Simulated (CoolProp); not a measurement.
Water along the isobar 1000 bar: density (kg/m³) from the reference equation and from simpler models built on Tc = 647.1 K, pc = 220.6 bar, ω = 0.344; each cubic takes its own stable root.

Model: reference Helmholtz-energy equation of state, Wagner 2002, in CoolProp.

| T (K) | phase | reference | van der Waals | Redlich-Kwong | Soave-Redlich-Kwong |
|---|---|---|---|---|---|
| 593.3 | liquid | 799.6 | 421.8 | 556.1 | 566.5 |
| 612.2 | liquid | 776.4 | 415.0 | 541.0 | 548.1 |
| 631.1 | liquid | 751.9 | 408.1 | 525.6 | 529.0 |
| 650.1 | supercritical | 726.1 | 401.0 | 509.9 | 509.2 |
| 669 | supercritical | 699.0 | 393.9 | 494.0 | 488.9 |
| 687.9 | supercritical | 670.7 | 386.6 | 478.1 | 468.1 |
| 706.8 | supercritical | 640.9 | 379.3 | 462.0 | 447.1 |
| 725.7 | supercritical | 609.9 | 371.8 | 445.9 | 426.1 |
| 744.6 | supercritical | 577.8 | 364.3 | 429.9 | 405.2 |
| 763.6 | supercritical | 544.9 | 356.6 | 413.9 | 384.9 |
| 782.5 | supercritical | 512.1 | 348.9 | 398.3 | 365.4 |
| 801.4 | supercritical | 479.9 | 341.2 | 383.0 | 346.9 |
